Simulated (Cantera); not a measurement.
What does this Cantera script print?

```python
import numpy as np
import cantera as ct

gas = ct.Solution("h2o2.yaml")
gas.TPX = 1225, 100000, {'H2': 1.4, 'O2': 1, 'N2': 1.5}
inlet = ct.Reservoir(gas, clone=True)

reactor = ct.IdealGasConstPressureReactor(gas, energy="off", clone=False)
exhaust = ct.Reservoir(gas, clone=True)
tau = [2.9, 1.4, 0.65, 0.31, 0.15, 0.069, 0.033, 0.016, 0.0073, 0.0035][0]
for a, b in ((inlet, reactor), (reactor, exhaust)):
    ct.MassFlowController(a, b, mdot=lambda t: reactor.mass / tau)
net = ct.ReactorNet([reactor])
show = ['H2', 'O2', 'O', 'OH', 'H2O2', 'HO2', 'H2O']

rows = []
print(f"{'tau/s':>10s}{'T/K':>9s}" + "".join(f"{s:>11s}" for s in show))
for tau in [2.9, 1.4, 0.65, 0.31, 0.15, 0.069, 0.033, 0.016, 0.0073, 0.0035]:
    net.initial_time = 0.0
    net.advance(30 * tau)
    before = gas.X
    net.advance(40 * tau)
    drift = np.max(np.abs(gas.X - before) / (gas.X + 1e-9))
    rows.append([gas.T, *gas[show].X, drift])
    print(f"{tau:10.3e}{gas.T:9.1f}" + "".join(f"{x:11.3e}" for x in gas[show].X))
```

Output:

```
     tau/s      T/K         H2         O2          O         OH       H2O2        HO2        H2O
 2.900e+00   1225.0  2.445e-04  9.384e-02  1.035e-06  3.205e-05  2.822e-07  9.713e-06  4.372e-01
 1.400e+00   1225.0  4.069e-04  9.391e-02  1.931e-06  3.971e-05  5.533e-07  1.538e-05  4.370e-01
 6.500e-01   1225.0  6.734e-04  9.402e-02  3.753e-06  5.138e-05  1.093e-06  2.379e-05  4.366e-01
 3.100e-01   1225.0  1.063e-03  9.418e-02  7.110e-06  6.775e-05  1.985e-06  3.461e-05  4.361e-01
 1.500e-01   1225.0  1.618e-03  9.442e-02  1.319e-05  9.122e-05  3.283e-06  4.784e-05  4.354e-01
 6.900e-02   1225.0  2.459e-03  9.477e-02  2.525e-05  1.291e-04  5.050e-06  6.443e-05  4.344e-01
 3.300e-02   1225.0  3.564e-03  9.523e-02  4.618e-05  1.842e-04  6.832e-06  8.183e-05  4.330e-01
 1.600e-02   1225.0  5.041e-03  9.585e-02  8.230e-05  2.652e-04  8.418e-06  9.982e-05  4.311e-01
 7.300e-03   1225.0  7.277e-03  9.679e-02  1.507e-04  3.962e-04  9.843e-06  1.198e-04  4.282e-01
 3.500e-03   1225.0  1.026e-02  9.804e-02  2.594e-04  5.752e-04  1.099e-05  1.385e-04  4.243e-01
```

Model: the H2/O2 subset of GRI-Mech 3.0, which has no nitrogen chemistry, integrated in Cantera. The temperature is held fixed by assumption; the heat of reaction is taken as removed at once.
